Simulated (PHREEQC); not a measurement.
NaOH is added in steps, without added water, to 1 kg of water holding 0.16 mol HCl, 7.3e-05 mol CuSO4 and 0.00015 mol Fe2(SO4)3, at 25 °C. Oxygen is held at 0.21 atm. The system is closed to CO2. Only these solids could form: Fe(OH)3(a), Cu(OH)2, Brochantite, Antlerite, Atacamite, Jarosite-Na, Halite, Mirabilite, Chalcanthite.

Base run: PHREEQC, ion-association model, wateq4f.dat. Each further column changes one thing. The table gives Cu+2 (mol/kgw).

```tsv
NaOH added (mol)	base	CuSO4 from 7.3e-05 to 0.000365 mol/kgw	Fe2(SO4)3 replaced by NiSO4 at the same molality	HCl left out	no solid may form
0	6.31e-5	0.000315	6.31e-5	6.84e-5	6.31e-5
0.01417	6.31e-5	0.000315	6.31e-5	0	6.31e-5
0.02833	6.30e-5	0.000315	6.31e-5	0	6.30e-5
0.0425	6.30e-5	0.000315	6.31e-5	0	6.30e-5
0.05667	6.30e-5	0.000315	6.30e-5	0	6.30e-5
0.07083	6.30e-5	0.000314	6.30e-5	0	6.30e-5
0.085	6.29e-5	0.000314	6.30e-5	0	6.29e-5
0.09917	6.29e-5	0.000314	6.30e-5	0	6.29e-5
0.1133	6.28e-5	0.000314	6.29e-5	0	6.28e-5
0.1275	6.28e-5	0.000313	6.29e-5	0	6.28e-5
0.1417	6.27e-5	0.000313	6.29e-5	0	6.27e-5
0.1558	6.26e-5	0.000312	6.28e-5	0	6.26e-5
0.17	0	0	0	0	2.57e-14
```

The database's constant for dissolved Cu(OH)2 is higher than later reviews accept. The database's Ni(OH)2 is the aged solid; a fresh precipitate is more soluble. In at least one series the solution becomes supersaturated in solids that the run did not let form, among them Fe(OH)3(a), Cu(OH)2. Solids allowed in the column 'Fe2(SO4)3 replaced by NiSO4 at the same molality': Cu(OH)2, Brochantite, Antlerite, Atacamite, Ni(OH)2, Ni4(OH)6SO4, Halite, Mirabilite, Chalcanthite, Morenosite. Solids allowed in the column 'HCl left out': Fe(OH)3(a), Cu(OH)2, Brochantite, Antlerite, Jarosite-Na, Mirabilite, Chalcanthite.
